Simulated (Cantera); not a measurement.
Feed: 1 mol Zr, 11 mol N2.

Method: chemical equilibrium by Gibbs-energy minimisation in Cantera with the NASA 1993 tables (ideal gas, pure condensed phases). Candidate condensed phases: Zr, ZrN; 4 gas species. ZrN: taken at fixed stoichiometry. Rates play no part.

Stable condensed phases, one row left out:

```
T in °C \ P in Pa
            0.10     1.5      22     320    4600   68000 1000000
   2500        A       A       A       B       B       B       B
   2300        A       A       B       B       B       B       B
   1900        B       B       B       B       B       B       B
   1700        B       B       B       B       B       B       B
   1500        B       B       B       B       B       B       B
   1300        B       B       B       B       B       B       B
   1100        B       B       B       B       B       B       B
    900        B       B       B       B       B       B       B
    700        B       B       B       B       B       B       B
    500        B       B       B       B       B       B       B
```

A: gas only; B: ZrN.

Task: Give the row for 2100 °C.

Result: 0.10: gas only; 1.5: ZrN; 22: ZrN; 320: ZrN; 4600: ZrN; 68000: ZrN; 1000000: ZrN.
